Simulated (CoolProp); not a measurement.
The numbers come from the reference Helmholtz-energy equation of state, Lemmon 2006 in CoolProp. It is a short technical equation, of lower accuracy than the large ones.

**Question.** For carbonyl sulfide, give the phase and the speed of sound (m/s), expansivity (1/kK), fugacity coefficient at 370 K and 4.34 MPa; 370 K and 7.82 MPa; 370 K and 8.68 MPa.

**Answer.** 
- 370 K and 4.34 MPa: gas; speed of sound 198, expansivity 9.74, fugacity coefficient 0.758
- 370 K and 7.82 MPa: liquid; speed of sound 362, expansivity 8.48, fugacity coefficient 0.515
- 370 K and 8.68 MPa: liquid; speed of sound 386, expansivity 7.28, fugacity coefficient 0.475
